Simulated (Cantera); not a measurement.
An isothermal, constant-pressure homogeneous reactor starts with 36.8 % CH4, 58.8 % H2O, 4.41 % H2, at 1675 K and 1.28 atm.

Cantera simulation using GRI-Mech 3.0 (53 species, 325 reactions); the numbers are that mechanism's predictions, not measurements.

Problem. Predict: x(CH4) at 7.00 s; x(H2O) at 7.00 s; x(H2) at 7.00 s; x(C2H6) at 7.00 s; x(CH3) at 7.00 s; x(HCO) at 7.00 s; x(C2H4) at 7.00 s.

Solution. 
- x(CH4) at 7.00 s: 0.00516 (gas-phase equilibrium 5.80e-7)
- x(H2O) at 7.00 s: 0.126 (gas-phase equilibrium 0.117)
- x(H2) at 7.00 s: 0.661 (gas-phase equilibrium 0.671)
- x(C2H6) at 7.00 s: 2.11e-7 (gas-phase equilibrium <1e-12)
- x(CH3) at 7.00 s: 1.32e-5 (gas-phase equilibrium 1.47e-9)
- x(HCO) at 7.00 s: 1.82e-8 (gas-phase equilibrium 1.89e-8)
- x(C2H4) at 7.00 s: 6.88e-5 (gas-phase equilibrium 1.37e-12)
